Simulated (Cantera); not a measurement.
# Catalytic combustion on Pt

An isothermal plug-flow reactor at 825 K and 47000 Pa (inlet), inlet velocity 0.78 m/s, active area per volume 120 1/m; feed 1.80 % H₂, 9.13 % O₂, 89.1 % N₂, equivalence ratio 0.099.

Model: Deutschmann's 1995 Pt surface mechanism with GRI-Mech 3.0 gas chemistry, integrated in Cantera. Catalytic surfaces can have several steady states; this one follows from the mechanism file's or the stated starting coverage. Mass transfer to the wall is taken as infinitely fast.

```json
[
 {"z (m)": "5.8e-05", "x H₂": "0.0161", "x O₂": "0.0904", "x H₂O": "0.00194", "θ free Pt": "0.350", "θ O*": "0.647", "θ OH*": "0.00319"},
 {"z (m)": "9.6e-05", "x H₂": "0.0150", "x O₂": "0.0899", "x H₂O": "0.00302", "θ free Pt": "0.329", "θ O*": "0.668", "θ OH*": "0.00319"},
 {"z (m)": "0.00016", "x H₂": "0.0135", "x O₂": "0.0893", "x H₂O": "0.00455", "θ free Pt": "0.298", "θ O*": "0.698", "θ OH*": "0.00317"},
 {"z (m)": "0.00027", "x H₂": "0.0115", "x O₂": "0.0883", "x H₂O": "0.00659", "θ free Pt": "0.258", "θ O*": "0.739", "θ OH*": "0.00313"},
 {"z (m)": "0.00045", "x H₂": "0.00921", "x O₂": "0.0873", "x H₂O": "0.00891", "θ free Pt": "0.211", "θ O*": "0.786", "θ OH*": "0.00304"},
 {"z (m)": "0.00074", "x H₂": "0.00690", "x O₂": "0.0862", "x H₂O": "0.0112", "θ free Pt": "0.167", "θ O*": "0.831", "θ OH*": "0.00288"},
 {"z (m)": "0.0012", "x H₂": "0.00482", "x O₂": "0.0853", "x H₂O": "0.0133", "θ free Pt": "0.130", "θ O*": "0.868", "θ OH*": "0.00269"},
 {"z (m)": "0.0021", "x H₂": "0.00280", "x O₂": "0.0843", "x H₂O": "0.0154", "θ free Pt": "0.1000", "θ O*": "0.898", "θ OH*": "0.00249"},
 {"z (m)": "0.0035", "x H₂": "0.00142", "x O₂": "0.0837", "x H₂O": "0.0168", "θ free Pt": "0.0836", "θ O*": "0.914", "θ OH*": "0.00235"},
 {"z (m)": "0.0058", "x H₂": "0.000539", "x O₂": "0.0833", "x H₂O": "0.0177", "θ free Pt": "0.0749", "θ O*": "0.923", "θ OH*": "0.00226"}
]
```
x: gas mole fraction; θ: surface coverage.
